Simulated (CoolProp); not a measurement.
p-xylene along the isotherm 346.85 °C: density (kg/m³) from the reference equation and from simpler models built on Tc = 343.0 °C, pc = 35.32 bar, ω = 0.324; each cubic takes its own stable root.

Computed with CoolProp (reference Helmholtz-energy equation of state, Zhou 2012).

```tsv
p (bar)	phase	reference	van der Waals	Redlich-Kwong	Soave-Redlich-Kwong	Peng-Robinson
23.5	gas	68.60	64.02	66.38	66.24	68.36
47.1	supercritical	444.2	296.4	351.3	348.2	384.4
70.6	supercritical	499.7	338.1	413.2	411.5	456.8
94.2	supercritical	528.1	360.6	447.4	446.1	496.1
118	supercritical	548.1	376.6	472.1	471.1	524.1
141	supercritical	563.3	388.6	491.0	490.1	545.4
165	supercritical	576.5	398.8	507.4	506.5	563.8
188	supercritical	587.3	407.2	520.8	520.0	578.8
212	supercritical	597.3	414.7	533.0	532.3	592.4
235	supercritical	605.9	421.1	543.5	542.8	604.0
259	supercritical	614.0	427.0	553.3	552.7	614.9
283	supercritical	621.4	432.4	562.2	561.6	624.8
306	supercritical	628.0	437.1	570.0	569.5	633.4
330	supercritical	634.4	441.6	577.5	577.0	641.7
353	supercritical	640.1	445.5	584.2	583.7	649.0
```
